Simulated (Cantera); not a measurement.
An adiabatic, constant-volume homogeneous reactor starts with 13.6 % CO, 0.476 % H2, 18.1 % O2, 67.8 % N2, equivalence ratio 0.39, at 1350 K and 3750 Torr.

Cantera simulation using GRI-Mech 3.0 (53 species, 325 reactions); the numbers are that mechanism's predictions, not measurements. The hydrogen kinetics of GRI-Mech 3.0 are dated; newer H2 mechanisms differ, most at raised pressure.

One state of this run: T (K) = 2545; P (bar) = 8.81; x CO = 0.00658; x H2 = 3.14e-5; x O2 = 0.111; x H = 5.82e-5; x OH = 0.00169; x CO2 = 0.139. x: mole fraction; the columns are a selection and need not sum to one.

### Question
Which value of t (s) does it belong to?
A) 0.0954
B) 1.00e-6
C) 7.37e-5
D) 4.19e-6

### Answer
A, 0.0954
